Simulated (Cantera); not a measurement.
Feed: 1 mol PbO, 0.24 mol CO, 1 mol H₂, at 1448.15 K and 6530 Torr.

Method: chemical equilibrium by Gibbs-energy minimisation in Cantera with the NASA 1993 tables (ideal gas, pure condensed phases). Candidate condensed phases: C, C₆H₆, C₇H₈, C₈H₁₈, H₂O, Pb, PbO, PbO₂, Pb₃O₄; 113 gas species. Kinetics and transport are ignored.

Base state: H₂O 0.673, H₂ 0.132, CO₂ 0.132, CO 0.0613, Pb 0.00168 (mole fractions); condensed: Pb(l).

Problem. What changes in the equilibrium state with this change: PbO replaced by Pb?

Solution. 
| species | before | after |
|---|---|---|
| H₂ | 0.132 | 0.795 |
| CO | 0.0613 | 0.188 |
| CH₄ | 1.34e-7 | 0.00812 |
| H₂O | 0.673 | 0.00739 |
| CO₂ | 0.132 | 0.000736 |
| Pb | 0.00168 | 0.00168 |
| Pb(l), mol | 0.998 | 0.998 |

Problem. What changes in the equilibrium state with this change: temperature from 1448.15 K to 1025 K?

Solution. 
```json
[
 {"species": "H₂O", "before": "0.673", "after": "0.645"},
 {"species": "CO₂", "before": "0.132", "after": "0.162"},
 {"species": "H₂", "before": "0.132", "after": "0.161"},
 {"species": "CO", "before": "0.0613", "after": "0.0312"},
 {"species": "Pb", "before": "0.00168", "after": "3.20e-6"},
 {"species": "CH₄", "before": "1.34e-7", "after": "0.000300"},
 {"species": "Pb(l), mol", "before": "0.998", "after": "1.000"}
]
```
